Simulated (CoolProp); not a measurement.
A single-stage vapour-compression cycle with the fluid: evaporating at 303.15 K (dew point), condensing at 328.15 K (bubble point), superheat 0 K, subcooling 0 K, compressor efficiency 0.75, no pressure losses. The same conditions are run with several fluids, on thermodynamics alone (safety and materials aside).

The numbers come from the reference Helmholtz-energy equation of state of each fluid (c-C4F8 (RC318): Platzer 1990; sulfur dioxide: Gao 2016; propane: Lemmon 2009; cyclohexane: Zhou 2014; R236EA: Rui 2013; vinyl chloride: Thol 2022) in CoolProp. The equations of Platzer and Polt are older, rougher fits.

```
fluid           cooling COP  pressure ratio  discharge temperature (K)  refrigerating effect (kJ/kg)  volumetric capacity (kJ/m³)
--------------  -----------  --------------  -------------------------  ----------------------------  ---------------------------
c-C4F8 (RC318)         7.26             ___                      328.1                          72.9                         2380
sulfur dioxide         8.24             ___                        ___                           315                         4010
propane                7.32            1.77                      334.1                           253                         5940
cyclohexane            8.46            2.68                      333.4                           341                          187
R236EA                 7.84            2.15                      328.2                           121                         1940
vinyl chloride         8.25            1.94                        ___                           ___                         3440
```

Problem. Fill in the missing entries.

Solution. 
- c-C4F8 (RC318), pressure ratio: 2.02
- sulfur dioxide, pressure ratio: 2.09
- sulfur dioxide, discharge temperature (K): 366.0
- vinyl chloride, discharge temperature (K): 346.0
- vinyl chloride, refrigerating effect (kJ/kg): 278

The compression ends wet for: c-C4F8 (RC318); R236EA.
